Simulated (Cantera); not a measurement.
A closed system holds: 1 mol SO2, 4.6 mol N2, at 4880 Torr.

Equilibrium computed with Cantera from the NASA thermochemical tables; the gas is ideal and each condensed phase is pure. Candidate condensed phases: S; 32 gas species. Ions and electrons are included (thermal ionisation). Equilibrium is a limit: real reactors are often held back by kinetics, nucleation or transport. All values below are at 4000 K.

Base state: N2 0.693, O 0.0915, SO 0.0810, S 0.0434, NO 0.0379, SO2 0.0250, O2 0.0246, S2 0.00235 (mole fractions); condensed: gas only.

What changes in the equilibrium state with this change: 0.02 mol CO2 added?


```json
[
 {"species": "N2", "before": "0.693", "after": "0.689"},
 {"species": "O", "before": "0.0915", "after": "0.0921"},
 {"species": "SO", "before": "0.0810", "after": "0.0807"},
 {"species": "CO", "before": "0", "after": "0.00285"},
 {"species": "O2", "before": "0.0246", "after": "0.0249"},
 {"species": "S", "before": "0.0434", "after": "0.0430"},
 {"species": "NO", "before": "0.0379", "after": "0.0380"},
 {"species": "SO2", "before": "0.0250", "after": "0.0251"},
 {"species": "CO2", "before": "0", "after": "0.000230"},
 {"species": "S2", "before": "0.00235", "after": "0.00230"},
 {"species": "S2O", "before": "0.000102", "after": "0.000101"},
 {"species": "SN", "before": "0.000489", "after": "0.000483"}
]
```
Further candidate phases: C.
